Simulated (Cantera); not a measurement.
## Low-pressure radical oxidation in H2/O2

An isothermal, constant-pressure homogeneous reactor starts with 1.72 % H2, 90.3 % O2, 7.95 % N2, equivalence ratio 0.0095, at 1200 K and 0.0263 atm.

Cantera simulation using GRI-Mech 3.0 (53 species, 325 reactions); the numbers are that mechanism's predictions, not measurements. Radical loss at walls, strong at low pressure, is not modelled.

```json
[
 {"t (s)": "0.000600", "x H2": "0.0172", "x O2": "0.903", "x O": "1.44e-7", "x HO2": "1.80e-8", "x H2O": "1.57e-7", "x OH": "9.96e-8", "x H": "2.93e-8"},
 {"t (s)": "0.00179", "x H2": "0.0169", "x O2": "0.903", "x O": "0.000175", "x HO2": "1.06e-6", "x H2O": "0.000211", "x OH": "0.000118", "x H": "3.51e-5"},
 {"t (s)": "0.00535", "x H2": "0.000140", "x O2": "0.890", "x O": "0.0124", "x HO2": "2.85e-6", "x H2O": "0.0158", "x OH": "0.00130", "x H": "0.00114"},
 {"t (s)": "0.0160", "x H2": "8.71e-5", "x O2": "0.894", "x O": "0.00863", "x HO2": "2.42e-6", "x H2O": "0.0163", "x OH": "0.00105", "x H": "0.000640"},
 {"t (s)": "0.0476", "x H2": "3.82e-5", "x O2": "0.899", "x O": "0.00373", "x HO2": "1.67e-6", "x H2O": "0.0168", "x OH": "0.000698", "x H": "0.000183"},
 {"t (s)": "0.142", "x H2": "9.05e-6", "x O2": "0.901", "x O": "0.000881", "x HO2": "7.72e-7", "x H2O": "0.0171", "x OH": "0.000342", "x H": "2.11e-5"},
 {"t (s)": "0.424", "x H2": "1.45e-6", "x O2": "0.902", "x O": "0.000143", "x HO2": "2.32e-7", "x H2O": "0.0172", "x OH": "0.000138", "x H": "1.38e-6"},
 {"t (s)": "1.27", "x H2": "2.27e-7", "x O2": "0.902", "x O": "2.26e-5", "x HO2": "5.43e-8", "x H2O": "0.0173", "x OH": "5.52e-5", "x H": "8.74e-8"},
 {"t (s)": "3.78", "x H2": "4.25e-8", "x O2": "0.902", "x O": "4.28e-6", "x HO2": "1.34e-8", "x H2O": "0.0173", "x OH": "2.41e-5", "x H": "7.21e-9"},
 {"t (s)": "11.3", "x H2": "9.86e-9", "x O2": "0.902", "x O": "1.00e-6", "x HO2": "5.56e-9", "x H2O": "0.0173", "x OH": "1.17e-5", "x H": "8.19e-10"},
 {"t (s)": "33.7", "x H2": "2.91e-9", "x O2": "0.903", "x O": "2.98e-7", "x HO2": "5.42e-9", "x H2O": "0.0173", "x OH": "6.34e-6", "x H": "1.32e-10"},
 {"t (s)": "101", "x H2": "1.51e-9", "x O2": "0.903", "x O": "1.55e-7", "x HO2": "6.59e-9", "x H2O": "0.0173", "x OH": "4.58e-6", "x H": "5.01e-11"},
 {"t (s)": "300", "x H2": "1.43e-9", "x O2": "0.903", "x O": "1.47e-7", "x HO2": "6.73e-9", "x H2O": "0.0173", "x OH": "4.45e-6", "x H": "4.60e-11"}
]
```
x: mole fraction; the columns are a selection and need not sum to one.

Equilibrium at this temperature and pressure: H2 1.43e-9, O2 0.902, O 1.47e-7, HO2 6.73e-9, H2O 0.0173, OH 4.45e-6, H 4.60e-11 (gas phase only).
